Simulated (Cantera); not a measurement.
# Thermodynamics of silicon oxide and oxynitride deposition, feed TEOS + NO

Input: 1 mol TEOS, 2.9 mol NO, equilibrated at 15.0 Pa.

These are equilibrium values from Cantera (NASA tables, ideal gas, pure condensed phases), not measurements of a reactor. Candidate condensed phases: C, C6H6, C7H8, C8H18, H2O, Si, SiC, SiO2, Si2N2O, Si3N4; 151 gas species. The feed counts by its element totals alone. Equilibrium is a limit: real reactors are often held back by kinetics, nucleation or transport.

From 675 K to 825 K the condensed part is C(graphite) + SiO2(α-quartz). From 900 K to 1050 K the condensed part is C(graphite) + SiO2(β-quartz). From 1125 K to 1200 K the condensed part is C(graphite) + Si2N2O(s).

```tsv
T (K)	x H2	x CO	x N2	x CO2	x H2O	n C(graphite)	n SiO2(α-quartz)	n SiO2(β-quartz)	n Si2N2O(s)
675	0.641	0.183	0.0958	0.0612	0.0178	4.28	1.00	0	0
750	0.615	0.286	0.0895	0.00685	0.00240	3.25	1.00	0	0
825	0.612	0.298	0.0888	0.000602	0.000346	3.11	1.00	0	0
900	0.612	0.300	0.0887	7.51e-5	6.67e-5	3.10	0	1.00	0
975	0.612	0.300	0.0887	1.29e-5	1.65e-5	3.10	0	1.00	0
1050	0.612	0.300	0.0887	2.88e-6	4.99e-6	3.10	0	1.00	0
1125	0.576	0.369	0.0548	1.19e-6	2.05e-6	1.60	0	0	0.500
1200	0.576	0.369	0.0548	3.86e-7	8.28e-7	1.60	0	0	0.500
```
x: gas mole fraction; n: condensed amount in mol.
